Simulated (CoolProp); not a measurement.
A single-stage vapour-compression cycle with the fluid: evaporating at 218.15 K (dew point), condensing at 269.15 K (bubble point), superheat 8 K, subcooling 2 K, compressor efficiency 0.8, no pressure losses. The same conditions are run with several fluids, on thermodynamics alone (safety and materials aside).

Computed with CoolProp (reference Helmholtz-energy equation of state of each fluid (R410A: Lemmon 2003; isobutane: Bücker 2006; ammonia: Gao 2020; R125: Lemmon 2005; propylene: Lemmon 2013; ethane: Bücker 2006)). Blends and air are pseudo-pure fits.

```csv
fluid,cooling COP,pressure ratio,discharge temperature (K),refrigerating effect (kJ/kg),volumetric capacity (kJ/m³)
R410A,2.74,8.38,332.6,213,713
isobutane,2.87,10.8,299.8,306,120
ammonia,2.64,12.3,442.8,1230,338
R125,2.68,8.28,293.9,116,545
propylene,2.81,7.24,317.8,346,568
ethane,2.50,4.71,316.7,309,2490
```
